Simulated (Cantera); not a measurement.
Thermodynamics of abatement and gas-phase synthesis, feed HBr + H₂O + N₂

Charge: 1 mol HBr, 3.8 mol H₂O, 32 mol N₂, at 2173 K.

Equilibrium computed with Cantera from the NASA thermochemical tables; the gas is ideal and each condensed phase is pure. Candidate condensed phases: Br₂, H₂O; 27 gas species. The ideal-gas law is rough above about 30 bar. The numbers say what is thermodynamically allowed, not how fast it happens.

From 0.000100 bar to 300 bar nothing is condensed.

```
P (Pa)     x N₂   x H₂O       x H     x H₂     x Br       x O     x HBr      x OH      x O₂
--------  -----  ------  --------  -------  -------  --------  --------  --------  --------
10        0.785  0.0312    0.0806   0.0279   0.0241    0.0244  0.000483    0.0120    0.0115
65        0.825  0.0630    0.0311   0.0271   0.0246   0.00782   0.00124   0.00969   0.00769
420       0.846  0.0836    0.0107   0.0205   0.0238   0.00212   0.00265   0.00582   0.00365
2700      0.855  0.0942   0.00357   0.0148   0.0215  0.000515   0.00517   0.00304   0.00139
17000     0.860  0.0990   0.00121   0.0107   0.0178  0.000119   0.00909   0.00150  0.000468
110000    0.863   0.101  0.000394  0.00735   0.0130   2.73e-5    0.0140  0.000727  0.000159
720000    0.865   0.102  0.000123  0.00470  0.00841   6.60e-6    0.0186  0.000359   6.06e-5
4700000   0.867   0.103   3.76e-5  0.00285  0.00499   1.68e-6    0.0219  0.000181   2.56e-5
30000000  0.868   0.103   1.16e-5  0.00172  0.00278   4.36e-7    0.0240   9.25e-5   1.10e-5
```
x: gas mole fraction; nothing condenses.
